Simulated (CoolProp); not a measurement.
Properties of R1234ze(Z) along the isotherm 348.7 K.

The numbers come from the reference Helmholtz-energy equation of state, Akasaka 2019 in CoolProp.

```json
[
 {"p (bar)": "2.21", "phase": "gas", "density (kg/m³)": "9.143", "cp (kJ/(kg K))": "0.9582", "Joule-Thomson coefficient (K/MPa)": "22.69"},
 {"p (bar)": "4.41", "phase": "gas", "density (kg/m³)": "19.33", "cp (kJ/(kg K))": "1.010", "Joule-Thomson coefficient (K/MPa)": "23.89"},
 {"p (bar)": "6.62", "phase": "gas", "density (kg/m³)": "31.06", "cp (kJ/(kg K))": "1.082", "Joule-Thomson coefficient (K/MPa)": "25.49"},
 {"p (bar)": "8.83", "phase": "liquid", "density (kg/m³)": "1074", "cp (kJ/(kg K))": "1.456", "Joule-Thomson coefficient (K/MPa)": "0.1016"},
 {"p (bar)": "11", "phase": "liquid", "density (kg/m³)": "1076", "cp (kJ/(kg K))": "1.453", "Joule-Thomson coefficient (K/MPa)": "0.09336"},
 {"p (bar)": "13.2", "phase": "liquid", "density (kg/m³)": "1077", "cp (kJ/(kg K))": "1.449", "Joule-Thomson coefficient (K/MPa)": "0.08525"},
 {"p (bar)": "15.4", "phase": "liquid", "density (kg/m³)": "1079", "cp (kJ/(kg K))": "1.446", "Joule-Thomson coefficient (K/MPa)": "0.07741"},
 {"p (bar)": "17.7", "phase": "liquid", "density (kg/m³)": "1081", "cp (kJ/(kg K))": "1.442", "Joule-Thomson coefficient (K/MPa)": "0.06948"}
]
```
